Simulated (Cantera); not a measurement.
# Pyrogenic steam for wet oxidation

An isothermal, constant-pressure homogeneous reactor starts with H2 : O2 : N2 : H2O = 0.34 : 1 : 5.5 : 0.015 (molar parts), at 875 K and 82.5 Torr.

Computed with Cantera and GRI-Mech 3.0 (53 species, 325 reactions). Radical loss at walls, strong at low pressure, is not modelled. Below about 950 K walls govern HO2 and H2O2 in real vessels. The temperature is held fixed by assumption; the heat of reaction is taken as removed at once.

```csv
t (s),x H2,x O2,x NO2,x HO2,x OH
2.00e-5,0.0496,0.146,<1e-12,<1e-12,<1e-12
7.52e-5,0.0496,0.146,<1e-12,<1e-12,<1e-12
0.000283,0.0496,0.146,<1e-12,4.15e-12,<1e-12
0.00106,0.0496,0.146,<1e-12,4.05e-11,4.15e-12
0.00399,0.0496,0.146,<1e-12,1.04e-7,1.32e-8
0.0150,0.00376,0.126,1.77e-10,1.27e-5,7.94e-5
0.0565,0.000932,0.125,2.11e-9,6.28e-6,1.14e-5
0.212,0.000291,0.124,7.82e-9,2.86e-6,3.17e-6
0.798,7.48e-5,0.124,1.77e-8,1.05e-6,1.15e-6
3.00,9.78e-6,0.124,2.52e-8,1.91e-7,5.33e-7
```
x: mole fraction; the columns are a selection and need not sum to one.

Equilibrium at this temperature and pressure: H2 <1e-12, O2 0.124, NO2 1.90e-7, HO2 2.68e-11, OH 7.86e-9 (gas phase only).
